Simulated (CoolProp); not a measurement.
Vapour-liquid equilibrium of R134a (1) + R142b (2) at 0.0543 MPa; x and y are mole fractions of (1).

Computed with CoolProp (multi-fluid Helmholtz-energy mixture model, Tillner-Roth 1994 and Lemmon 2006; pair parameters Bell 2016).

### Question
Give the bubble temperature and the first vapour's composition at x = 0.35, 0.5, 0.95. Is there an azeotrope?

### Answer
x = 0.35: 241.2 K, y = 0.551; x = 0.5: 239.0 K, y = 0.681; x = 0.95: 234.6 K, y = 0.968. No azeotrope shows between x = 0.05 and 0.95.

The pair parameters rest on a limited set of measurements; away from them the model extrapolates.
